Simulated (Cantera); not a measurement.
A Cantera script and what it prints.

```python
import numpy as np
import cantera as ct

gas_names = """
    C CN CO CO2 C2 CCN CNC C2N2 C2O C3 C3O2 C4 C4N2 C5 Fe FeC5O5 FeO N NCO NO NO2 NO3 N2 N2O O O2 O3
""".split()
cond_names = """
    C(gr) Fe(a) Fe(c) Fe(d) Fe(L) FeC5O5(L) FeO(s) FeO(L) Fe2O3(s) Fe3O4(s)
""".split()


# ... load() reads the species with a 1 bar reference pressure and builds the phases ...
atoms = {
    'Fe2O3': {'Fe': 2, 'O': 3},
    'CO': {'C': 1, 'O': 1},
    'N2': {'N': 2},
}
top_T = {'C(gr)': 4500, 'Fe2O3(s)': 1830, 'Fe3O4(s)': 1870}  # K; cautious upper limits of use, not melting points


# ... equilibrate(T, P, feed) seeds the gas with the atoms and calls Mixture.equilibrate('TP', solver="vcs", rtol=1e-11, max_steps=5000) ...
results = []
T = 1198.15  # K
P = 1800  # Pa
for m in [0.78, 0.98, 1.2, 1.5, 1.9, 2.4, 3, 3.7]:
    feed = {'Fe2O3': 1, 'CO': m, 'N2': 4.7}  # mol
    mix = equilibrate(T, P, feed)
    results.append((T, P, feed, dict(zip(mix.species_names, mix.species_moles))))
    x = sorted(zip(gas.X, gas.species_names), reverse=True)
    print(f"T = {T:g} K  P = {P:g} Pa  n(CO) = {m:g} mol  gas = {mix.phase_moles(0):.4g} mol")
    print("   x: " + "  ".join(f"{s} {v:.3e}" for v, s in x if v > 1e-05))
    print("   condensed (mol): " + ("  ".join(f"{mix.phase(i).name} {mix.phase_moles(i):.4g}"
          for i in range(1, mix.n_phases) if mix.phase_moles(i) > 1e-12) or "none"))
```

It prints:

```
T = 1198.15 K  P = 1800 Pa  n(CO) = 0.78 mol  gas = 5.48 mol
   x: N2 8.577e-01  CO2 1.350e-01  CO 7.322e-03
   condensed (mol): FeO(s) 1.22  Fe3O4(s) 0.2601
T = 1198.15 K  P = 1800 Pa  n(CO) = 0.98 mol  gas = 5.68 mol
   x: N2 8.275e-01  CO2 1.637e-01  CO 8.875e-03
   condensed (mol): FeO(s) 1.789  Fe3O4(s) 0.07041
T = 1198.15 K  P = 1800 Pa  n(CO) = 1.2 mol  gas = 5.9 mol
   x: N2 7.966e-01  CO2 1.695e-01  CO 3.390e-02
   condensed (mol): FeO(s) 2
T = 1198.15 K  P = 1800 Pa  n(CO) = 1.5 mol  gas = 6.2 mol
   x: N2 7.581e-01  CO2 1.613e-01  CO 8.065e-02
   condensed (mol): FeO(s) 2
T = 1198.15 K  P = 1800 Pa  n(CO) = 1.9 mol  gas = 6.6 mol
   x: N2 7.121e-01  CO2 1.515e-01  CO 1.364e-01
   condensed (mol): FeO(s) 2
T = 1198.15 K  P = 1800 Pa  n(CO) = 2.4 mol  gas = 7.1 mol
   x: N2 6.620e-01  CO 1.972e-01  CO2 1.408e-01
   condensed (mol): FeO(s) 2
T = 1198.15 K  P = 1800 Pa  n(CO) = 3 mol  gas = 7.7 mol
   x: N2 6.104e-01  CO 2.597e-01  CO2 1.299e-01
   condensed (mol): FeO(s) 2
T = 1198.15 K  P = 1800 Pa  n(CO) = 3.7 mol  gas = 8.4 mol
   x: N2 5.595e-01  CO 3.214e-01  CO2 1.190e-01
   condensed (mol): FeO(s) 2
```

Method: chemical equilibrium by Gibbs-energy minimisation in Cantera with the NASA 1993 tables (ideal gas, pure condensed phases). Mutual solubility and eutectic melting of coexisting phases are not modelled. The tables' stoichiometric FeO is somewhat more stable than real wüstite, so its field is too wide. FeO: taken at fixed stoichiometry.
